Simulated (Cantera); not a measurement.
A jet of 3.98 % H₂, 8.63 % O₂, 87.4 % N₂ at 300 K and 0.340 bar hits a platinum plate 5.6 cm away at a mass flux of 0.11 kg/m²/s; the plate temperature is set and raised in steps from an oxygen-covered start.

Detailed kinetics in Cantera: Deutschmann's 1995 Pt surface mechanism with GRI-Mech 3.0 gas chemistry. Catalytic surfaces can have several steady states; this one follows from the mechanism file's or the stated starting coverage.

x: mole fraction at the wall; θ: surface coverage.

```json
[
 {"plate T (K)": "700", "wall x H₂": "0.00143", "wall x O₂": "0.0448", "wall x H₂O": "0.0744", "wall x OH": "<1e-8", "θ free Pt": "0.0602", "θ O*": "0.932", "θ OH*": "?"},
 {"plate T (K)": "750", "wall x H₂": "0.00129", "wall x O₂": "0.0448", "wall x H₂O": "0.0743", "wall x OH": "<1e-8", "θ free Pt": "0.0696", "θ O*": "0.925", "θ OH*": "?"},
 {"plate T (K)": "800", "wall x H₂": "0.00100", "wall x O₂": "0.0445", "wall x H₂O": "0.0745", "wall x OH": "<1e-8", "θ free Pt": "0.0926", "θ O*": "0.902", "θ OH*": "?"},
 {"plate T (K)": "850", "wall x H₂": "0.000741", "wall x O₂": "0.0443", "wall x H₂O": "0.0747", "wall x OH": "1.02e-8", "θ free Pt": "0.132", "θ O*": "0.864", "θ OH*": "?"},
 {"plate T (K)": "900", "wall x H₂": "0.000550", "wall x O₂": "0.0442", "wall x H₂O": "0.0747", "wall x OH": "3.17e-8", "θ free Pt": "0.183", "θ O*": "0.813", "θ OH*": "?"}
]
```

### Question
Fill in the missing entries.

### Answer

- 700, θ OH*: 0.00739
- 750, θ OH*: 0.00574
- 800, θ OH*: 0.00493
- 850, θ OH*: 0.00447
- 900, θ OH*: 0.00408
